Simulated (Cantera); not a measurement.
## Adiabatic ignition

An adiabatic, constant-pressure homogeneous reactor starts with CH₄ : O₂ : N₂ = 1 : 1.33 : 5.01 (molar parts), at 1775 K and 17.0 bar.

Computed with Cantera and GRI-Mech 3.0 (53 species, 325 reactions). The pressure lies above the range GRI-Mech 3.0 was tuned for (to about 10 atm). Above 3000 K some thermodynamic fits are extrapolated.

| t (s) | T (K) | x CH₄ | x O₂ | x C₂H₄ | x CH₂O | x H | x HO₂ |
|---|---|---|---|---|---|---|---|
| 6.00e-6 | 1784 | 0.131 | 0.179 | 0.000234 | 0.00129 | 5.32e-6 | 8.26e-5 |
| 1.23e-5 | 1928 | 0.0967 | 0.152 | 0.00396 | 0.00491 | 0.000102 | 0.000387 |
| 2.54e-5 | 3023 | 3.46e-11 | 0.000720 | <1e-12 | 4.72e-8 | 0.0111 | 1.63e-6 |
| 5.22e-5 | 3019 | 3.59e-11 | 0.000689 | <1e-12 | 4.75e-8 | 0.0110 | 1.56e-6 |
| 0.000107 | 3015 | 3.72e-11 | 0.000661 | <1e-12 | 4.79e-8 | 0.0109 | 1.50e-6 |
| 0.000221 | 3014 | 3.77e-11 | 0.000651 | <1e-12 | 4.80e-8 | 0.0109 | 1.48e-6 |
| 0.000455 | 3013 | 3.77e-11 | 0.000650 | <1e-12 | 4.80e-8 | 0.0109 | 1.48e-6 |
| 0.000935 | 3013 | 3.77e-11 | 0.000650 | <1e-12 | 4.80e-8 | 0.0109 | 1.48e-6 |
| 0.00192 | 3013 | 3.77e-11 | 0.000650 | <1e-12 | 4.80e-8 | 0.0109 | 1.48e-6 |
| 0.00396 | 3013 | 3.77e-11 | 0.000650 | <1e-12 | 4.80e-8 | 0.0109 | 1.48e-6 |
| 0.00814 | 3013 | 3.77e-11 | 0.000650 | <1e-12 | 4.80e-8 | 0.0109 | 1.48e-6 |
| 0.0168 | 3013 | 3.77e-11 | 0.000650 | <1e-12 | 4.80e-8 | 0.0109 | 1.48e-6 |
| 0.0345 | 3013 | 3.77e-11 | 0.000650 | <1e-12 | 4.80e-8 | 0.0109 | 1.48e-6 |
| 0.0709 | 3013 | 3.77e-11 | 0.000650 | <1e-12 | 4.80e-8 | 0.0109 | 1.48e-6 |
| 0.146 | 3013 | 3.77e-11 | 0.000650 | <1e-12 | 4.80e-8 | 0.0109 | 1.48e-6 |
| 0.300 | 3013 | 3.77e-11 | 0.000650 | <1e-12 | 4.80e-8 | 0.0109 | 1.48e-6 |
x: mole fraction; the columns are a selection and need not sum to one.

```json
{
 "time_of_steepest_temperature_rise": "14.4 µs",
 "temperature at 0.300 s": "3013 K",
 "equilibrium_temperature": "3013 K",
 "x(CH₄) at 0.300 s": "3.77e-11 (gas-phase equilibrium 4.32e-11)",
 "x(O₂) at 0.300 s": "0.000650 (gas-phase equilibrium 0.000650)",
 "x(C₂H₄) at 0.300 s": "<1e-12 (gas-phase equilibrium <1e-12)"
}
```
